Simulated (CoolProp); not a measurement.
A Linde-Hampson liquefier for dry air: isothermal reversible compression at 230 K from 1 atm to 20 MPa, throttling to 1 atm, return gas leaving the recuperator 10 K below the feed. Each further row changes one setting.

Model: reference Helmholtz-energy equation of state, Lemmon 2000, in CoolProp. It is a pseudo-pure fit of the blend.

```csv
case,liquid yield per pass,compression work (kJ/kg of gas)
as stated,0.150,337
high pressure 40 MPa,0.187,384
warm-end temperature 260 K,0.100,388
warm-end gap 15 K,0.137,337
```
